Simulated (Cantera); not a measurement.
A closed system holds: 1 mol SiCl4, 1.1 mol Cl2, 10 mol H2, at 0.100 bar.

Equilibrium computed with Cantera from the NASA thermochemical tables; the gas is ideal and each condensed phase is pure. Candidate condensed phases: Si; 19 gas species. The tables' values for SiCl3 are old estimates; treat these amounts as uncertain. The numbers say what is thermodynamically allowed, not how fast it happens.

x: gas mole fraction; nothing condenses.

```csv
T (°C),x H2,x HCl,x SiCl4,x SiCl2,x SiCl3
352,0.736,0.182,0.0826,<1e-12,4.48e-10
427,0.735,0.182,0.0826,1.20e-12,1.73e-8
502,0.735,0.182,0.0824,1.84e-10,3.27e-7
577,0.735,0.182,0.0821,1.14e-8,3.62e-6
652,0.734,0.183,0.0814,3.51e-7,2.68e-5
727,0.733,0.184,0.0802,[?],0.000145
802,0.731,0.186,0.0781,7.30e-5,0.000600
877,0.727,0.191,0.0742,0.000576,0.00198
952,0.718,0.200,[?],[?],0.00509
1027,0.700,0.218,0.0530,0.0107,0.00976
1102,0.675,0.245,0.0357,0.0242,0.0137
1177,0.649,0.272,0.0200,0.0398,0.0147
1252,0.630,0.292,0.00958,0.0527,0.0130
```

Question: Complete the blanks.

Answer: 
- 727, x SiCl2: 6.31e-6
- 952, x SiCl4: 0.0664
- 952, x SiCl2: 0.00308
